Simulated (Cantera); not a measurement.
Thermodynamics of aluminium nitride and oxide growth, feed AlI3 + NH3 + H2 + H2O

Charge: 1 mol AlI3, 0.3 mol NH3, 300 mol H2, 18 mol H2O, held at 9.40 mbar.

Equilibrium computed with Cantera from the NASA thermochemical tables; the gas is ideal and each condensed phase is pure. Candidate condensed phases: Al, AlI3, AlN, Al2O3, H2O, I2; 41 gas species. Kinetics and transport are ignored.

| T (K) | log p H2 | log p H2O | log p I | log p H | n Al2O3(s) |
|---|---|---|---|---|---|
| 1098 | -2.05 | -3.32 | -4.73 | -8.63 | 0.500 |
| 1198 | -2.05 | -3.32 | -4.49 | -7.75 | 0.500 |
| 1298 | -2.05 | -3.32 | -4.33 | -7.00 | 0.500 |
| 1398 | -2.05 | -3.32 | -4.24 | -6.35 | 0.500 |
| 1498 | -2.05 | -3.32 | -4.18 | -5.79 | 0.500 |
| 1598 | -2.05 | -3.32 | -4.14 | -5.30 | 0.500 |
| 1698 | -2.05 | -3.32 | -4.11 | -4.87 | 0.500 |
| 1798 | -2.06 | -3.32 | -4.10 | -4.48 | 0.500 |
| 1898 | -2.06 | -3.32 | -4.09 | -4.14 | 0.500 |
log p: log10 of the partial pressure in bar; n: condensed amount in mol.

From 1098 K to 1898 K the condensed part is Al2O3(s).
